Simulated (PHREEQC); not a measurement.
A solution holds 0.0084 mol HF, 0.00056 mol NH4F, 0.00088 mol H4SiO4 and 0.00031 mol H3PO4 per kg of water, at 25 °C. Closed to the air; pH follows from the charge balance.

The numbers come from PHREEQC with the ion-association model, phreeqc.dat.

| Property | Result |
|---|---|
| pH | 2.66 |
| ionic strength | 0.00373 mol/kgw |
| total alkalinity | -8.71 meq/kg |

```
species  molality  activity   log γ
-------  --------  --------  ------
HF        0.00293   0.00293   0.000
H+        0.00233   0.00219  -0.026
F-       0.000953  0.000892  -0.029
SiF6-2   0.000843  0.000650  -0.113
NH4+     0.000560  0.000523  -0.030
H2PO4-   0.000238  0.000223  -0.028
H3PO4     7.19e-5   7.20e-5   0.000
H4SiO4    3.70e-5   3.70e-5   0.000
HF2-      1.07e-5   1.00e-5  -0.029
HPO4-2    8.21e-9   6.32e-9  -0.113
```

Precipitation was switched off in this run. Species that the database lacks are ignored. SiF6-2 is the database's only silicon fluoride.
